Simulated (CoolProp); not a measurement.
A Linde-Hampson liquefier for dry air: isothermal reversible compression at 290 K from 1 atm to 20 MPa, throttling to 1 atm, return gas leaving the recuperator 10 K below the feed. Each further row changes one setting.

Values from CoolProp's reference Helmholtz-energy equation of state, Lemmon 2000. It is a pseudo-pure fit of the blend.

```tsv
case	liquid yield per pass	compression work (kJ/kg of gas)
as stated	0.067	438
high pressure 40 MPa	(withheld)	(withheld)
warm-end temperature 320 K	(withheld)	(withheld)
warm-end gap 15 K	0.055	438
```

Task: Fill in the missing entries.

Result: 
- high pressure 40 MPa, liquid yield per pass: 0.094
- high pressure 40 MPa, compression work (kJ/kg of gas): 501
- warm-end temperature 320 K, liquid yield per pass: 0.044
- warm-end temperature 320 K, compression work (kJ/kg of gas): 486
